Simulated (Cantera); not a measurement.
Input: 1 mol SiCl4, 1.7 mol Cl2, 6.7 mol H2, held at 1.30 bar.

These are equilibrium values from Cantera (NASA tables, ideal gas, pure condensed phases), not measurements of a reactor. Candidate condensed phases: Si; 19 gas species. Kinetics and transport are ignored. All values below are at 500 °C.

Base state: H2 0.532, HCl 0.362, SiCl4 0.106, SiHCl3 9.83e-5 (mole fractions); condensed: gas only.

Task: What changes in the equilibrium state with this change: Cl2 from 1.7 to 1.1 mol?

Result: 
```json
[
 {"species": "H2", "before": "0.532", "after": "0.636"},
 {"species": "HCl", "before": "0.362", "after": "0.250"},
 {"species": "SiCl4", "before": "0.106", "after": "0.113"},
 {"species": "SiHCl3", "before": "9.83e-5", "after": "0.000182"}
]
```

Task: What changes in the equilibrium state with this change: SiCl4 replaced by Si?

Result: 
```json
[
 {"species": "H2", "before": "0.532", "after": "0.871"},
 {"species": "SiCl4", "before": "0.106", "after": "0.0744"},
 {"species": "SiHCl3", "before": "9.83e-5", "after": "0.0509"},
 {"species": "HCl", "before": "0.362", "after": "0.000801"},
 {"species": "SiH2Cl2", "before": "6.99e-9", "after": "0.00268"},
 {"species": "SiH3Cl", "before": "<1e-9", "after": "3.19e-5"},
 {"species": "SiCl3", "before": "4.66e-8", "after": "1.88e-5"},
 {"species": "Si(s), mol", "before": "0", "after": "0.0465"}
]
```
The tables' values for SiCl3 are old estimates; treat these amounts as uncertain.
